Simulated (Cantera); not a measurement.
An isothermal, constant-pressure homogeneous reactor starts with NH₃ : H₂ = 1 : 4.1 (molar parts), at 1775 K and 0.0230 bar. Integrator tolerance rtol = 1e-08.

Model: the gas-phase N/H chemistry of the illustrative SiF4/NH3 mechanism in the Surface Chemkin manual (1991), integrated in Cantera. Walls and surfaces, which speed up NH3 decomposition in real reactors, are not modelled.

Problem. What does this change do: pressure from 0.0230 bar to 1.20 bar?

Solution. 
| quantity | before | after |
|---|---|---|
| x(NH₃) at 30.0 s | 0.0351 (gas-phase equilibrium 1.76e-7) | 0.00310 (gas-phase equilibrium 9.21e-6) |
| x(H₂) at 30.0 s | 0.897 (gas-phase equilibrium 0.916) | 0.916 (gas-phase equilibrium 0.918) |
| x(N₂) at 30.0 s | 0.0673 (gas-phase equilibrium 0.0819) | 0.0807 (gas-phase equilibrium 0.0820) |
| x(H) at 30.0 s | 0.000485 (gas-phase equilibrium 0.00184) | 0.000253 (gas-phase equilibrium 0.000255) |
| x(NH) at 30.0 s | 1.36e-6 (gas-phase equilibrium 9.43e-11) | 3.16e-8 (gas-phase equilibrium 9.44e-11) |
| x(N₂H₂) at 30.0 s | 5.33e-8 (gas-phase equilibrium <1e-12) | 7.93e-11 (gas-phase equilibrium <1e-12) |
| x(N₂H₄) at 30.0 s | 2.11e-10 (gas-phase equilibrium <1e-12) | 2.26e-11 (gas-phase equilibrium <1e-12) |
